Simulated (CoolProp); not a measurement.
The numbers come from the reference Helmholtz-energy equation of state, McLinden 2015 in CoolProp.

Question: For the fluoroketone C6F12O (FK-5-1-12), give the phase and the density (kg/m³), cv (kJ/(kg K)), expansivity (1/kK) at 48.75 °C and 787 kPa; 67.35 °C and 787 kPa; 113.75 °C and 787 kPa.

Answer: 
- 48.75 °C and 787 kPa: liquid; density 1530, cv 0.901, expansivity 2.10
- 67.35 °C and 787 kPa: liquid; density 1470, cv 0.916, expansivity 2.37
- 113.75 °C and 787 kPa: liquid; density 1280, cv 0.965, expansivity 3.92
